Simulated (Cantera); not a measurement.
What does this Cantera script print?

```python
import numpy as np
import cantera as ct

gas_names = """
    Fe FeO O O2 O3 S SO SO2 SO3 S2 S2O S8
""".split()
cond_names = """
    Fe(a) Fe(c) Fe(d) Fe(L) FeO(s) FeO(L) FeS(a) FeS(b) FeS(c) FeS(L) FeSO4(s) FeS2(s) Fe2O3(s)
    Fe2S3O12(s) Fe3O4(s) S(cr1) S(cr2) S(L)
""".split()


# ... load() reads the species with a 1 bar reference pressure and builds the phases ...
atoms = {
    'FeS': {'Fe': 1, 'S': 1},
    'O2': {'O': 2},
}
top_T = {'FeSO4(s)': 950, 'FeS2(s)': 1010, 'Fe2O3(s)': 1830, 'Fe2S3O12(s)': 1100, 'Fe3O4(s)': 1870}  # K; cautious upper limits of use, not melting points


# ... equilibrate(T, P, feed) seeds the gas with the atoms and calls Mixture.equilibrate('TP', solver="vcs", rtol=1e-11, max_steps=5000) ...
results = []
T = 800  # K
P = 1000  # Pa
for m in [0.72, 1.2, 1.6, 2, 2.4, 2.9, 3.3, 3.7, 4.2, 4.6, 5, 5.4]:
    feed = {'FeS': 1, 'O2': m}  # mol
    mix = equilibrate(T, P, feed)
    results.append((T, P, feed, dict(zip(mix.species_names, mix.species_moles))))

top = {s: max(r[3][s] / sum(r[3][g] for g in gas_names) for r in results) for s in gas_names}
cols = sorted((s for s in top if top[s] > 0.0001), key=lambda s: -top[s])[:8]
seen = [c for c in cond_names if any(r[3].get(c, 0) > 1e-12 for r in results)]
print("log10 of partial pressures in bar; condensed amounts in mol")
print(f"{'n(O2)':>10s}" + "".join(f"{s[:9]:>10s}" for s in cols + seen))
for T, P, feed, n in results:
    ng = sum(n[g] for g in gas_names)
    print(f"{feed['O2']:10.4g}" + "".join(f"{np.log10(max(n[s] / ng * P / 1e5, 1e-99)):10.3f}" for s in cols)
          + "".join(f"{n.get(c, 0):10.4g}" for c in seen))
```

Result:

```
log10 of partial pressures in bar; condensed amounts in mol
     n(O2)       SO2        O2       SO3        S2       S2O   FeS2(s)  Fe2O3(s) Fe2S3O12(  Fe3O4(s)
      0.72    -2.007   -19.892   -10.416    -3.826    -5.056    0.3516         0         0    0.2161
       1.2    -2.007   -19.892   -10.416    -3.826    -5.056    0.1673         0         0    0.2776
       1.6    -2.007   -19.892   -10.416    -3.826    -5.056    0.0138         0         0    0.3287
         2    -2.055    -4.817    -2.927   -34.072   -27.765         0    0.3564    0.1436         0
       2.4    -3.427    -2.074    -2.927   -42.304   -34.625         0    0.1761    0.3239         0
       2.9    -3.427    -2.074    -2.927   -42.304   -34.625         0    0.2075    0.2925         0
       3.3    -3.427    -2.074    -2.927   -42.304   -34.625         0    0.2327    0.2673         0
       3.7    -3.427    -2.074    -2.927   -42.304   -34.625         0    0.2578    0.2422         0
       4.2    -3.427    -2.074    -2.927   -42.304   -34.625         0    0.2893    0.2107         0
       4.6    -3.427    -2.074    -2.927   -42.304   -34.625         0    0.3144    0.1856         0
         5    -3.427    -2.074    -2.927   -42.304   -34.625         0    0.3395    0.1605         0
       5.4    -3.427    -2.074    -2.927   -42.304   -34.625         0    0.3647    0.1353         0
```

Cantera equilibrium calculation (NASA polynomials, part measured and part estimated; ideal gas, pure solids and liquids). Gases not in the tables: S3 to S7.
